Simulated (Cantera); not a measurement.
Source: NASA polynomial tables (part measured, part estimated), evaluated in Cantera. Values are per mole of reaction as written; species without (g) are pure solids or liquids, kept so even where they would boil at 1 bar.

8 NH3(g) + 4 CrO3(g) ⇌ 3 N2(g) + 2 Cr2N + 12 H2O(g)

```json
[
 {"T (K)": "1125", "ΔH° (kJ)": "-1585.4", "ΔS° (J/K)": "425.1", "ΔG° (kJ)": "-2063.6", "log10 K": "95.81"},
 {"T (K)": "1225", "ΔH° (kJ)": "-1583.9", "ΔS° (J/K)": "426.4", "ΔG° (kJ)": "-2106.2", "log10 K": "89.81"},
 {"T (K)": "1325", "ΔH° (kJ)": "?", "ΔS° (J/K)": "?", "ΔG° (kJ)": "?", "log10 K": "?"},
 {"T (K)": "1425", "ΔH° (kJ)": "-1579.5", "ΔS° (J/K)": "429.7", "ΔG° (kJ)": "-2191.8", "log10 K": "80.34"},
 {"T (K)": "1525", "ΔH° (kJ)": "?", "ΔS° (J/K)": "?", "ΔG° (kJ)": "?", "log10 K": "?"},
 {"T (K)": "1625", "ΔH° (kJ)": "-1573.2", "ΔS° (J/K)": "433.8", "ΔG° (kJ)": "-2278.1", "log10 K": "73.23"},
 {"T (K)": "1725", "ΔH° (kJ)": "-1569.3", "ΔS° (J/K)": "436.1", "ΔG° (kJ)": "-2321.6", "log10 K": "70.30"},
 {"T (K)": "1825", "ΔH° (kJ)": "-1564.8", "ΔS° (J/K)": "438.7", "ΔG° (kJ)": "-2365.3", "log10 K": "67.70"}
]
```

Problem. Some entries are withheld; supply them.

Solution. 
- 1325, ΔH° (kJ): -1581.9
- 1325, ΔS° (J/K): 427.9
- 1325, ΔG° (kJ): -2148.9
- 1325, log10 K: 84.71
- 1525, ΔH° (kJ): -1576.6
- 1525, ΔS° (J/K): 431.6
- 1525, ΔG° (kJ): -2234.8
- 1525, log10 K: 76.55
